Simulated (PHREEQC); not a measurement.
A solution holds 0.0097 mol NH4HF2, 0.0013 mol H2SiF6, 0.00015 mol H3BO3 and 0.00034 mol H2SO4 per kg of water, at 37 °C. Closed to the air; pH follows from the charge balance.

Model: ion-association model, phreeqc.dat, run in PHREEQC.

```csv
quantity,before,after
pH,3.02,3.22
ionic strength (mol/kgw),0.0123,0.00284
HF (mol/kgw),0.0111,0.00212
F- (mol/kgw),0.00703,0.00200
HF2- (mol/kgw),0.000324,1.76e-5
BF4- (mol/kgw),0.000142,8.64e-6
```

### Question
Name the change that produced these shifts.
(A) diluted 5-fold with water
(B) H2SiF6 from 0.0013 to 0.00143 mol/kgw
(C) H2SiF6 left out
(D) temperature from 37 to 10 °C
(E) temperature from 37 to 20 °C

### Answer
A, diluted 5-fold with water

This is a speciation only: nothing precipitates in the calculation. At this temperature some constants are extrapolated from 25 °C, and those without enthalpy data are left unchanged. SiF6-2 is the database's only silicon fluoride. Real BF4- forms and hydrolyses slowly; the run takes it at equilibrium.
